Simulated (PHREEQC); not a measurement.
PHREEQC input (Pitzer model, pitzer.dat):

```
SOLUTION 1
  temp 25
  units mol/kgw
  pH 7 charge
  Cl 1.074
  Ca 0.52
  Sr 0.008
  Na 0.018
END
USE solution 1
INCREMENTAL_REACTIONS false
REACTION 1
  H2O -1
  0 9.886 18.011 24.689 30.178 34.689 38.397 41.444
  43.949 46.007 47.699 49.089 50.232 moles
EQUILIBRIUM_PHASES 1
  Halite 0 0
  Portlandite 0 0
SELECTED_OUTPUT 1
  -reset false
  -pH true
  -pe true
  -ionic_strength true
  -water true
  -activities H2O
  -totals Ca Cl Na Sr
  -molalities H+ Na+ Ca+2 Sr+2 Cl- OH-
  -equilibrium_phases Halite Portlandite
PRINT
  -reset false
END
```

Selected output (columns that matter, 13 of 13 rows; water left (kg) added in front):

```
water left (kg)	pH	mu	Ca	Cl	Na	Sr	m_H+	m_Na+	m_Ca+2	m_Sr+2	m_Cl-	m_OH-	la_H2O
1	6.6463	1.602	0.52	1.074	0.018	0.008	2.2872e-07	0.018	0.52	0.008	1.074	2.2872e-07	-0.011716
0.821894	6.5886	1.9492	0.63269	1.3067	0.021901	0.0097336	2.387e-07	0.021901	0.63269	0.0097336	1.3067	2.387e-07	-0.014682
0.675514	6.5203	2.3715	0.76978	1.5899	0.026646	0.011843	2.4894e-07	0.026646	0.76978	0.011843	1.5899	2.4894e-07	-0.018554
0.555203	6.4389	2.8854	0.93659	1.9344	0.032421	0.014409	2.5932e-07	0.032421	0.93659	0.014409	1.9344	2.5932e-07	-0.023684
0.456313	6.3412	3.5107	1.1396	2.3536	0.039447	0.017532	2.6974e-07	0.039447	1.1396	0.017532	2.3536	2.6974e-07	-0.030583
0.375043	6.2235	4.2715	1.3865	2.8637	0.047994	0.021331	2.8015e-07	0.047994	1.3865	0.021331	2.8637	2.8015e-07	-0.04
0.30824	6.0806	5.1973	1.687	3.4843	0.058396	0.025954	2.9069e-07	0.058396	1.687	0.025954	3.4843	2.9069e-07	-0.053036
0.253345	5.9065	6.3234	2.0525	4.2393	0.071049	0.031578	3.0179e-07	0.071049	2.0525	0.031578	4.2393	3.0179e-07	-0.0713
0.208215	5.6935	7.694	2.4974	5.1581	0.086449	0.038422	3.1443e-07	0.086449	2.4974	0.038422	5.1581	3.1443e-07	-0.097164
0.171138	5.4321	9.3609	3.0385	6.2756	0.10518	0.046746	3.3052e-07	0.10518	3.0385	0.046746	6.2756	3.3052e-07	-0.13407
0.140655	5.11	11.39	3.697	7.6357	0.12797	0.056877	3.537e-07	0.12797	3.697	0.056877	7.6357	3.537e-07	-0.18712
0.115613	4.7123	13.857	4.4978	9.2896	0.15569	0.069197	3.9087e-07	0.15569	4.4978	0.069197	9.2896	3.9087e-07	-0.2637
0.0950203	4.2193	16.86	5.4725	11.303	0.18943	0.084193	4.5632e-07	0.18943	5.4725	0.084193	11.303	4.5632e-07	-0.3748
```
